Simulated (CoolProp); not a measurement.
Vapour-liquid equilibrium of R134a (1) + R1234ze(E) (2) at 20.7 kPa; x and y are mole fractions of (1).

Model: multi-fluid Helmholtz-energy mixture model, Tillner-Roth 1994 and Thol 2016; pair parameters Bell 2022, in CoolProp.

| x | bubble temperature (K) | y at the bubble point | dew temperature at overall composition x (K) | liquid density (mol/L) |
|---|---|---|---|---|
| 0.05 | 222.3 | 0.087 | 222.6 | 12.17 |
| 0.15 | 221.2 | 0.230 | 221.8 | 12.38 |
| 0.25 | 220.3 | 0.347 | 221.0 | 12.60 |
| 0.35 | 219.6 | 0.447 | 220.3 | 12.81 |
| 0.45 | 219.1 | 0.537 | 219.6 | 13.03 |
| 0.55 | 218.6 | 0.622 | 219.0 | 13.26 |
| 0.65 | 218.2 | 0.704 | 218.5 | 13.49 |
| 0.75 | 217.9 | 0.787 | 218.0 | 13.72 |
| 0.85 | 217.6 | 0.870 | 217.7 | 13.96 |
| 0.95 | 217.4 | 0.956 | 217.4 | 14.21 |

No azeotrope shows between x = 0.05 and 0.95.

The pair parameters rest on a limited set of measurements; away from them the model extrapolates.
